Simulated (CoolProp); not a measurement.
Vapour-liquid equilibrium of R125 (1) + R143a (2) at 1.81 MPa; x and y are mole fractions of (1).

The numbers come from the multi-fluid Helmholtz-energy mixture model, Lemmon 2005 and Lemmon and Jacobsen 2000; pair parameters Lemmon 2004 in CoolProp.

| x | bubble temperature (K) | y at the bubble point | dew temperature at overall composition x (K) | liquid density (mol/L) |
|---|---|---|---|---|
| 0.05 | 312.6 | 0.051 | 312.6 | 10.21 |
| 0.125 | 312.5 | 0.127 | 312.5 | 10.14 |
| 0.2 | 312.4 | 0.205 | 312.4 | 10.06 |
| 0.275 | 312.2 | 0.282 | 312.2 | 9.986 |
| 0.35 | 312.0 | 0.359 | 312.0 | 9.913 |
| 0.425 | 311.8 | 0.437 | 311.8 | 9.842 |
| 0.5 | 311.5 | 0.513 | 311.5 | 9.772 |
| 0.575 | 311.2 | 0.590 | 311.2 | 9.703 |
| 0.65 | 310.8 | 0.665 | 310.9 | 9.636 |
| 0.725 | 310.5 | 0.740 | 310.6 | 9.569 |
| 0.8 | 310.1 | 0.813 | 310.2 | 9.504 |
| 0.875 | 309.6 | 0.884 | 309.7 | 9.439 |
| 0.95 | 309.2 | 0.954 | 309.2 | 9.374 |

No azeotrope shows between x = 0.05 and 0.95.

Pair parameters are fitted to limited data, so mixtures are less certain than the pure fluids.
